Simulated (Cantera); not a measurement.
**Chemical vapour transport: Fe3O4 + HCl + N2 + Cl2**

Feed: 1 mol Fe3O4, 0.02 mol HCl, 9.1 mol N2, 0.063 mol Cl2, equilibrated at 0.0100 bar.

Method: chemical equilibrium by Gibbs-energy minimisation in Cantera with the NASA 1993 tables (ideal gas, pure condensed phases). Candidate condensed phases: Fe, FeCl2, FeCl3, FeO, Fe(OH)2, Fe(OH)3, Fe2O3, Fe3O4, H2O, NH4Cl; 37 gas species. Mutual solubility and eutectic melting of coexisting phases are not modelled. Condensed phases not in the tables: FeOCl. Rates play no part.

From 850 K to 1300 K the condensed part is Fe2O3(s) + Fe3O4(s). From 1350 K to 1400 K the condensed part is Fe3O4(s). The main Fe-bearing gas is FeCl2 throughout.

| T (K) | x N2 | x FeCl2 | x O2 | x HCl | x Cl | x FeCl3 | n Fe2O3(s) | n Fe3O4(s) |
|---|---|---|---|---|---|---|---|---|
| 850 | 0.992 | 0.00505 | <1e-12 | 0.00218 | 2.13e-7 | 0.00113 | 0.231 | 0.827 |
| 900 | 0.991 | 0.00557 | 5.11e-12 | 0.00218 | 8.96e-7 | 0.000831 | 0.237 | 0.822 |
| 950 | 0.991 | 0.00593 | 1.54e-10 | 0.00218 | 3.21e-6 | 0.000608 | 0.241 | 0.819 |
| 1000 | 0.991 | 0.00617 | 3.25e-9 | 0.00218 | 1.00e-5 | 0.000447 | 0.243 | 0.817 |
| 1050 | 0.991 | 0.00634 | 5.02e-8 | 0.00217 | 2.78e-5 | 0.000332 | 0.245 | 0.816 |
| 1100 | 0.991 | 0.00643 | 5.96e-7 | 0.00217 | 7.00e-5 | 0.000249 | 0.245 | 0.816 |
| 1150 | 0.991 | 0.00646 | 5.65e-6 | 0.00217 | 0.000162 | 0.000190 | 0.244 | 0.817 |
| 1200 | 0.991 | 0.00642 | 4.42e-5 | 0.00217 | 0.000347 | 0.000145 | 0.239 | 0.821 |
| 1250 | 0.990 | 0.00627 | 0.000291 | 0.00216 | 0.000695 | 0.000110 | 0.218 | 0.835 |
| 1300 | 0.989 | 0.00597 | 0.00165 | 0.00215 | 0.00130 | 8.24e-5 | 0.130 | 0.895 |
| 1350 | 0.986 | 0.00577 | 0.00383 | 0.00213 | 0.00182 | 4.95e-5 | 0 | 0.982 |
| 1400 | 0.986 | 0.00580 | 0.00381 | 0.00211 | 0.00194 | 2.52e-5 | 0 | 0.982 |
x: gas mole fraction; n: condensed amount in mol.
